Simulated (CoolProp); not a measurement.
R404A along the isotherm 15.85 °C: fugacity coefficient from the reference equation and from simpler models built on Tc = 72.1 °C, pc = 3.735 MPa, ω = 0.293; each cubic takes its own stable root.

The numbers come from the reference Helmholtz-energy equation of state, Lemmon 2003 in CoolProp. It is a pseudo-pure fit of the blend.

```csv
p (MPa),phase,reference,van der Waals,Soave-Redlich-Kwong,Peng-Robinson
0.156,gas,0.9716,(withheld),0.9747,0.9729
0.311,gas,0.9435,0.9624,0.9497,0.9462
0.467,gas,(withheld),0.9435,0.9247,0.9195
0.622,gas,0.8877,0.9248,(withheld),0.8932
1.4,liquid,0.5823,0.8299,0.6012,0.5868
1.56,liquid,0.5257,0.8099,(withheld),0.5299
1.71,liquid,(withheld),0.7909,(withheld),0.4862
1.87,liquid,0.4436,0.7434,(withheld),0.4473
```

Question: Fill in the missing entries.

Answer: 
- 0.156, van der Waals: 0.9811
- 0.467, reference: 0.9155
- 0.622, Soave-Redlich-Kwong: 0.8999
- 1.56, Soave-Redlich-Kwong: 0.5434
- 1.71, reference: 0.4822
- 1.71, Soave-Redlich-Kwong: 0.4990
- 1.87, Soave-Redlich-Kwong: 0.4595

At some of these states van der Waals gives the other phase, because its saturation line lies elsewhere.
